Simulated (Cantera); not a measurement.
Feed: 1 mol BN, 0.59 mol H₂O, 0.88 mol H₂.

These are equilibrium values from Cantera (NASA tables, ideal gas, pure condensed phases), not measurements of a reactor. Candidate condensed phases: B, BN, B₂O₃, B₃O₃H₃, H₂O; 39 gas species. Mutual solubility and eutectic melting of coexisting phases are not modelled. Gases not in the tables: H₃BO₃. The numbers say what is thermodynamically allowed, not how fast it happens.

What condenses at these points (T in K, P in Pa): (1650, 100000); (1850, 1); (1800, 720); (1850, 5.2); (1500, 27)?


| T (K) | P in Pa | condensed phases | B condensed (%) |
|---|---|---|---|
| 1650 | 100000 | BN + B₂O₃ | 98.9 |
| 1850 | 1 | B | 40.3 |
| 1800 | 720 | BN | 49.6 |
| 1850 | 5.2 | B + BN | 40.7 |
| 1500 | 27 | BN | 56.9 |
